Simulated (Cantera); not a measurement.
A Cantera script and what it prints.

```python
import numpy as np
import cantera as ct

gas_names = """
    C CO COS CO2 CS CS2 C2 C2O C3 C3O2 C4 C5 Fe FeC5O5 FeO O O2 O3 S SO SO2 SO3 S2 S2O S8
""".split()
cond_names = """
    C(gr) Fe(a) Fe(c) Fe(d) Fe(L) FeC5O5(L) FeO(s) FeO(L) FeS(a) FeS(b) FeS(c) FeS(L) FeSO4(s) FeS2(s)
    Fe2O3(s) Fe2S3O12(s) Fe3O4(s) S(cr1) S(cr2) S(L)
""".split()


# ... load() reads the species with a 1 bar reference pressure and builds the phases ...
atoms = {
    'Fe2O3': {'Fe': 2, 'O': 3},
    'SO2': {'S': 1, 'O': 2},
    'CO2': {'C': 1, 'O': 2},
}
top_T = {'C(gr)': 4500, 'FeSO4(s)': 950, 'FeS2(s)': 1010, 'Fe2O3(s)': 1830, 'Fe2S3O12(s)': 1100, 'Fe3O4(s)': 1870}  # K; cautious upper limits of use, not melting points


# ... equilibrate(T, P, feed) seeds the gas with the atoms and calls Mixture.equilibrate('TP', solver="vcs", rtol=1e-11, max_steps=5000) ...
results = []
feed = {'Fe2O3': 1, 'SO2': 1.3, 'CO2': 0.19}  # mol
P = 100000  # Pa
for T in [1148, 1223, 1298, 1373, 1448, 1523, 1598, 1673, 1748]:
    mix = equilibrate(T, P, feed)
    results.append((T, P, feed, dict(zip(mix.species_names, mix.species_moles))))

top = {s: max(r[3][s] / sum(r[3][g] for g in gas_names) for r in results) for s in gas_names}
cols = sorted((s for s in top if top[s] > 1e-05), key=lambda s: -top[s])[:6]
seen = [c for c in cond_names if any(r[3].get(c, 0) > 1e-12 for r in results)]
print("log10 of partial pressures in bar; condensed amounts in mol")
print(f"{'T/K':>10s}" + "".join(f"{s[:9]:>10s}" for s in cols + seen))
for T, P, feed, n in results:
    ng = sum(n[g] for g in gas_names)
    print(f"{T:10.4g}" + "".join(f"{np.log10(max(n[s] / ng * P / 1e5, 1e-99)):10.3f}" for s in cols)
          + "".join(f"{n.get(c, 0):10.4g}" for c in seen))
```

Output:

```
log10 of partial pressures in bar; condensed amounts in mol
       T/K       SO2       CO2        O2       SO3        CO        SO  Fe2O3(s)  Fe3O4(s)
      1148    -0.059    -0.894    -7.285    -4.101    -5.566    -6.097    0.9997 0.0002262
      1223    -0.059    -0.894    -5.970    -3.713    -5.437    -5.912    0.9991 0.0005685
      1298    -0.059    -0.894    -4.810    -3.372    -5.322    -5.745     0.998  0.001338
      1373    -0.060    -0.895    -3.780    -3.069    -5.219    -5.597    0.9947  0.003506
      1448    -0.061    -0.895    -2.859    -2.798    -5.127    -5.463    0.9805   0.01298
      1523    -0.065    -0.899    -2.030    -2.557    -5.046    -5.345    0.9033   0.06448
      1598    -0.085    -0.918    -1.280    -2.356    -4.990    -5.255     0.484     0.344
      1673    -0.107    -0.940    -1.006    -2.380    -4.739    -4.972         0    0.6667
      1748    -0.106    -0.940    -1.003    -2.505    -4.366    -4.568         0    0.6667
```

These are equilibrium values from Cantera (NASA tables, ideal gas, pure condensed phases), not measurements of a reactor. Mutual solubility and eutectic melting of coexisting phases are not modelled.
